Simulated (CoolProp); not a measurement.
CHF3 (R23) at several states: Z from the reference equation and from simpler models built on Tc = 299.3 K, pc = 4.832 MPa, ω = 0.263; each cubic takes its own stable root.

Values from CoolProp's reference Helmholtz-energy equation of state, Penoncello 2003.

| T (K) | p (MPa) | phase | reference | van der Waals | Redlich-Kwong |
|---|---|---|---|---|---|
| 424.6 | 0.645 | gas | 0.9866 | 0.9837 | 0.9844 |
| 270.7 | 1.12 | gas | 0.8682 | 0.9046 | 0.8854 |
| 230.6 | 21.1 | liquid | [?] | 0.9244 | 0.6692 |
| 224.3 | 26.7 | liquid | [?] | 1.170 | [?] |
| 171.1 | 0.379 | liquid | 0.01227 | 0.02184 | 0.01479 |
| 414.7 | 1.68 | gas | 0.9617 | 0.9539 | [?] |

**Question.** Some entries are withheld; supply them.

**Answer.** 
- 230.6, reference: 0.5669
- 224.3, reference: 0.7181
- 224.3, Redlich-Kwong: 0.8435
- 414.7, Redlich-Kwong: 0.9560
